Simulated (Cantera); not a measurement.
A closed system holds: 1 mol V₂O₃, 270 mol H₂, 19 mol N₂, at 1275 °C and 1 atm.

Method: chemical equilibrium by Gibbs-energy minimisation in Cantera with the NASA 1993 tables (ideal gas, pure condensed phases). Candidate condensed phases: H₂O, V, VN, VO, V₂O₃, V₂O₄, V₂O₅; 28 gas species. Mutual solubility and eutectic melting of coexisting phases are not modelled. VN, VO: taken at fixed stoichiometry. Condensed phases not in the tables: solid solutions among these carbides, nitrides and lower oxides, V₂N. The numbers say what is thermodynamically allowed, not how fast it happens.

Base state: H₂ 0.930, N₂ 0.0655, H₂O 0.00406, H 2.95e-5, NH₃ 1.25e-5 (mole fractions); condensed: VN(s) + VO(s).

Question: What changes in the equilibrium state with this change: pressure from 1 atm to 7200 Torr?

Answer: 
| species | before | after |
|---|---|---|
| H₂ | 0.930 | 0.928 |
| N₂ | 0.0655 | 0.0630 |
| H₂O | 0.00406 | 0.00870 |
| NH₃ | 1.25e-5 | 0.000116 |
| H | 2.95e-5 | 9.57e-6 |
| VN(s), mol | 0.174 | 1.67 |
| VO(s), mol | 1.83 | 0 |
| V₂O₃(s), mol | 0 | 0.165 |
VN: taken at fixed stoichiometry. Condensed phases not in the tables: the oxides between V₂O₃ and V₂O₅ other than VO₂, V₂N.
